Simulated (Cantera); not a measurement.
Charge: 1 mol Cr, 0.16 mol N₂O, 1.2 mol N₂, equilibrated at 2225 °C and 0.0100 bar.

Method: chemical equilibrium by Gibbs-energy minimisation in Cantera with the NASA 1993 tables (ideal gas, pure condensed phases). Candidate condensed phases: Cr, CrN, Cr₂N, Cr₂O₃; 14 gas species. Equilibrium is a limit: real reactors are often held back by kinetics, nucleation or transport.

Base state: N₂ 0.575, Cr 0.360, CrO 0.0598, CrO₂ 0.00300, O 0.00134, NO 0.000399, O₂ 8.74e-5 (mole fractions); condensed: gas only.

Task: What changes in the equilibrium state with this change: N₂O from 0.16 to 2.5 mol?

Result: 
| species | before | after |
|---|---|---|
| N₂ | 0.575 | 0.689 |
| CrO₂ | 0.00300 | 0.102 |
| O₂ | 8.74e-5 | 0.0716 |
| Cr | 0.360 | 0.0149 |
| NO | 0.000399 | 0.0125 |
| O | 0.00134 | 0.0384 |
| CrO | 0.0598 | 0.0708 |
| CrO₃ | 5.45e-7 | 0.000528 |
